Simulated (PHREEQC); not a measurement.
PHREEQC input (ion-association model, phreeqc.dat):

```
SOLUTION_SPECIES
  CO3-2 + 10 H+ + 8 e- = CH4 + 3 H2O  # shut off: no methane
    -log_k -100
    -delta_h 0
    -analytic -100
SOLUTION 1
  temp 25
  units mol/kgw
  pH 7 charge
  Cl 0.24
  K 0.24
END
SELECTED_OUTPUT 1
  -reset false
  -pH true
  -pe true
  -ionic_strength true
  -water true
  -totals C Cl K C(-4) C(4) Hdg
  -molalities H+ K+ Cl- CO3-2 OH- HCO3- CO2 (CO2)2
  -saturation_indices Sylvite
USER_PUNCH 1
  -headings p_CO2(g) phi_CO2(g) p_Hdg(g) phi_Hdg(g) p_H2O(g) phi_H2O(g) density
  10 PUNCH PR_P("CO2(g)"), PR_PHI("CO2(g)"), PR_P("Hdg(g)"), PR_PHI("Hdg(g)"), PR_P("H2O(g)"), PR_PHI("H2O(g)"), RHO
PRINT
  -reset false
USE solution 1
REACTION_TEMPERATURE 1
  100
GAS_PHASE 1
  -fixed_pressure
  -pressure 2
  -temperature 100
  -volume 20
  CO2(g) 0.38
  Hdg(g) 1.62
  H2O(g) 0
END
# ... the last block is repeated for the other 12 points of P (atm)
```

Selected output (columns that matter, 13 of 13 rows; P (atm) added in front):

```
P (atm)	pH	mu	C	Cl	K	Hdg	si_Sylvite	p_CO2(g)	phi_CO2(g)	p_Hdg(g)	phi_Hdg(g)	p_H2O(g)	phi_H2O(g)	density
2	4.5474	0.24575	0.0019109	0.24572	0.24572	0.00061265	-2.7814	0.18983	0.9966	0.81496	1.0042	0.9952	0.98558	0.96962
5	4.2502	0.24368	0.0074331	0.24361	0.24361	0.0024288	-2.7883	0.75177	0.99065	3.2403	1.0036	1.008	0.97485	0.96966
10	4.0766	0.24338	0.016435	0.24327	0.24327	0.0054418	-2.79	1.6881	0.98304	7.2847	1.0048	1.0271	0.95942	0.96987
20	3.9182	0.24337	0.033794	0.24321	0.24321	0.011415	-2.7913	3.5614	0.96907	15.373	1.0081	1.0652	0.9304	0.9703
30	3.83	0.24346	0.050348	0.24327	0.24327	0.017317	-2.7923	5.4354	0.95583	23.461	1.0116	1.104	0.90287	0.97074
40	3.7692	0.24358	0.066142	0.24335	0.24335	0.023151	-2.7931	7.3102	0.94317	31.546	1.0152	1.1437	0.87662	0.97117
50	3.723	0.2437	0.081216	0.24345	0.24345	0.028918	-2.7939	9.1856	0.93104	39.63	1.0189	1.1841	0.85159	0.9716
75	3.6416	0.24403	0.11598	0.24373	0.24373	0.043049	-2.7958	13.877	0.90289	59.834	1.0284	1.2886	0.79385	0.97265
100	3.5861	0.24436	0.14699	0.24402	0.24402	0.056786	-2.7976	18.571	0.87761	80.03	1.0381	1.398	0.74237	0.97368
150	3.5113	0.24504	0.19956	0.24463	0.24463	0.083139	-2.8009	27.968	0.83462	120.4	1.0585	1.6303	0.65535	0.97567
200	3.4607	0.24572	0.24205	0.24527	0.24527	0.10809	-2.804	37.372	0.8003	160.75	1.0799	1.8783	0.58556	0.97761
300	3.3923	0.24708	0.30566	0.24655	0.24655	0.15416	-2.8096	56.194	0.75209	241.39	1.1255	2.4119	0.48328	0.98133
400	3.3447	0.24839	0.35056	0.2478	0.2478	0.19563	-2.8148	75.026	0.72423	321.99	1.1747	2.9803	0.41445	0.98493
```

Complexes and solids missing from the database can't appear. Away from 25 °C the constants follow the database's enthalpies or fits; those with neither stay at their 25 °C values.
